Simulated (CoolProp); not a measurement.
The fluid at 346.13 K and 2.27 MPa (stagnation) flows isentropically through a choked orifice. The same conditions are run with several fluids, on thermodynamics alone (safety and materials aside).

Model: reference Helmholtz-energy equation of state of each fluid (R507A: Lemmon 2003; hydrogen chloride: Thol 2018; nitrogen: Span 2000; CH3F (R41): Lemmon 2006; R1132(E): Akasaka 2024), in CoolProp. Blends and air are pseudo-pure fits.

```csv
fluid,throat to inlet pressure ratio,mass flux (kg/(m² s)),throat temperature (K)
R507A,0.611,9210,324.8
hydrogen chloride,___,5770,___
nitrogen,0.525,___,___
CH3F (R41),0.553,5470,302.6
R1132(E),___,7360,318.0
```

Fill in the missing entries.


- hydrogen chloride, throat to inlet pressure ratio: 0.532
- hydrogen chloride, throat temperature (K): 289.0
- nitrogen, mass flux (kg/(m² s)): 4870
- nitrogen, throat temperature (K): 287.5
- R1132(E), throat to inlet pressure ratio: 0.587
